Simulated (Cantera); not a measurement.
Input (Python, Cantera):

```python
import numpy as np
import cantera as ct

gas = ct.Solution("gri30.yaml")
gas.TPX = 1725, 101325, {'CH4': 1, 'H2': 0.65, 'O2': 5.41, 'N2': 20.3}
reactor = ct.IdealGasConstPressureReactor(gas, energy="on", clone=False)
net = ct.ReactorNet([reactor])
net.rtol, net.atol = 1e-08, 1e-16
show = ['CH4', 'H2', 'O2', 'HCO', 'O', 'CH2']
times = np.geomspace(3e-06, 0.1, 13)

steps = ct.SolutionArray(gas, extra=["t"])
rows = []
print(f"{'t/s':>10s}{'T/K':>9s}{'P/Pa':>11s}" + "".join(f"{s:>11s}" for s in show))
for t in times:
    while net.time < t:
        t_next = net.step()
        steps.append(gas.state, t=t_next)
    rows.append([np.interp(t, steps.t, y) for y in (steps.T, steps.P, *steps(*show).X.T)])
    print(f"{t:10.3e}{rows[-1][0]:9.1f}{rows[-1][1]:11.4g}" + "".join(f"{x:11.3e}" for x in rows[-1][2:]))
rate = np.gradient(steps.T, steps.t)
print("integrator steps:", len(steps.t))
if steps.T.max() > steps.T[0] + 200:
    print(f"time of steepest temperature rise: {steps.t[rate.argmax()]:.4e} s")
gas.TPX = 1725, 101325, {'CH4': 1, 'H2': 0.65, 'O2': 5.41, 'N2': 20.3}
gas.equilibrate("HP")
print(f"equilibrium (HP): T = {gas.T:.1f} K  " + "  ".join(f"{s} {gas[s].X[0]:.3e}" for s in show))
```

Result:

```
       t/s      T/K       P/Pa        CH4         H2         O2        HCO          O        CH2
 3.000e-06   1725.0  1.013e+05  3.654e-02  2.376e-02  1.977e-01  9.354e-12  5.526e-07  3.897e-11
 7.145e-06   1724.9  1.013e+05  3.652e-02  2.375e-02  1.977e-01  1.251e-10  1.302e-06  3.914e-10
 1.702e-05   1725.0  1.013e+05  3.637e-02  2.369e-02  1.976e-01  4.251e-09  5.686e-06  1.007e-08
 4.054e-05   1744.2  1.013e+05  3.138e-02  2.283e-02  1.935e-01  5.638e-06  1.340e-04  4.593e-06
 9.655e-05   2261.1  1.013e+05  2.431e-18  5.452e-03  1.077e-01  8.454e-09  1.815e-02  3.712e-17
 2.300e-04   2418.1  1.013e+05  8.306e-19  3.192e-03  1.092e-01  2.174e-09  1.001e-02  1.779e-17
 5.477e-04   2502.5  1.013e+05  5.367e-19  1.868e-03  1.101e-01  7.183e-10  5.670e-03  7.339e-18
 1.305e-03   2512.1  1.013e+05  5.009e-19  1.695e-03  1.098e-01  6.008e-10  5.104e-03  6.169e-18
 3.107e-03   2509.3  1.013e+05  4.887e-19  1.679e-03  1.089e-01  5.870e-10  5.009e-03  5.907e-18
 7.401e-03   2503.8  1.013e+05  4.657e-19  1.651e-03  1.071e-01  5.619e-10  4.834e-03  5.429e-18
 1.763e-02   2496.4  1.013e+05  4.360e-19  1.614e-03  1.048e-01  5.298e-10  4.606e-03  4.832e-18
 4.198e-02   2492.0  1.013e+05  4.192e-19  1.593e-03  1.034e-01  5.117e-10  4.477e-03  4.506e-18
 1.000e-01   2491.5  1.013e+05  4.172e-19  1.590e-03  1.033e-01  5.096e-10  4.462e-03  4.469e-18
integrator steps: 1515
time of steepest temperature rise: 5.3664e-05 s
equilibrium (HP): T = 2491.5 K  CH4 6.211e-19  H2 1.590e-03  O2 1.033e-01  HCO 5.096e-10  O 4.462e-03  CH2 6.636e-18
```

Model: GRI-Mech 3.0 (53 species, 325 reactions), integrated in Cantera.
